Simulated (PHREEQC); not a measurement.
Consider water at 25 °C with 0.042 mol/kgw NaBr and 1 mol/kgw NaI. Closed to the air; pH follows from the charge balance.

All values are PHREEQC results (ion-association model, wateq4f.dat), not measurements.

| Property | Result |
|---|---|
| ionic strength | 1.04 mol/kgw |
| activity of water | 0.965 |

```json
[
 {"species": "Na+", "molality": "1.04", "activity": "0.748", "log γ": "-0.144"},
 {"species": "I-", "molality": "1.00", "activity": "0.798", "log γ": "-0.098"},
 {"species": "Br-", "molality": "0.0420", "activity": "0.0335", "log γ": "-0.098"},
 {"species": "OH-", "molality": "1.50e-7", "activity": "8.66e-8", "log γ": "-0.240"},
 {"species": "H+", "molality": "1.50e-7", "activity": "1.11e-7", "log γ": "-0.130"}
]
```

Precipitation was switched off in this run. Ionic strength above about 0.7 mol/kgw puts this run outside the model's range.
